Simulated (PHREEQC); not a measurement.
# Alkaline etch or developer

Make-up at 25 °C: 0.059 mol/kgw NaOH, 0.00052 mol/kgw H4SiO4 and 0.00032 mol/kgw (CH3)4NCl. Closed to the air; pH follows from the charge balance.

Computed with PHREEQC (ion-association model, phreeqc.dat).

Each row changes one thing in this solution. Precipitation was switched off in this run.

```
case                                          pH  H3SiO4- (mol/kgw)  H4SiO4 (mol/kgw)  SI of Quartz (SiO2)
-----------------------------------------  -----  -----------------  ----------------  -------------------
as made                                    12.66           0.000333           3.88e-7                -2.42
NaOH from 0.059 to 0.295 mol/kgw           13.30           0.000118           2.60e-8                -3.57
NaOH from 0.059 to 0.0059 mol/kgw          11.69           0.000493           6.30e-6                -1.22
NaOH left out                               6.53            2.65e-7          0.000520                +0.70
temperature from 25 to 55 °C               11.80           0.000369           1.31e-6                -2.30
diluted 100-fold with water                10.75            4.64e-6           5.44e-7                -2.28
(CH3)4NCl from 0.00032 to 6.4e-05 mol/kgw  12.66           0.000333           3.88e-7                -2.42
temperature from 25 to 85 °C               11.15           0.000401           3.43e-6                -2.21
```

Some of these states are supersaturated (in Quartz (slow to form), Chalcedony (slow to form), for instance). (CH3)4N+ isn't in the database: it is added as a free cation with an ion size of 4 Å. Constants without temperature data keep their 25 °C values here.
